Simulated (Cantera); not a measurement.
An isothermal, constant-pressure homogeneous reactor starts with 5.88 % NO, 94.1 % N2, at 1898 K and 0.0110 bar.

Cantera simulation using GRI-Mech 3.0 (53 species, 325 reactions); the numbers are that mechanism's predictions, not measurements. Radical loss at walls, strong at low pressure, is not modelled.

Problem. Predict: x(NO) at 100 s; x(O) at 100 s; x(NO2) at 100 s; x(O2) at 100 s; x(N2) at 100 s; x(N2O) at 100 s.

Solution. 
```json
{
 "x(NO) at 100 s": "0.0373 (gas-phase equilibrium 0.00232)",
 "x(O) at 100 s": "0.000302 (gas-phase equilibrium 0.000471)",
 "x(NO2) at 100 s": "1.81e-6 (gas-phase equilibrium 1.83e-7)",
 "x(O2) at 100 s": "0.0106 (gas-phase equilibrium 0.0280)",
 "x(N2) at 100 s": "0.952 (gas-phase equilibrium 0.969)",
 "x(N2O) at 100 s": "5.07e-7 (gas-phase equilibrium 1.53e-8)"
}
```
